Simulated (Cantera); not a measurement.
A closed system holds: 1 mol Al, 1.3 mol N2, 3.8 mol H2, at 1727 °C and 57.0 Pa.

Cantera equilibrium calculation (NASA polynomials, part measured and part estimated; ideal gas, pure solids and liquids). Candidate condensed phases: Al, AlN; 13 gas species. The numbers say what is thermodynamically allowed, not how fast it happens.

Question: What is the equilibrium state?

Answer: 
| Item | Result |
|---|---|
| x(H2) | 0.581 |
| x(N2) | 0.208 |
| x(Al) | 0.159 |
| x(H) | 0.0519 |
| x(AlH) | 0.000808 |
| x(Al2) | 4.39e-6 |
| gas amount | 6.260 mol |
| log10 activity of Al(l) (absent) | -1.82 |
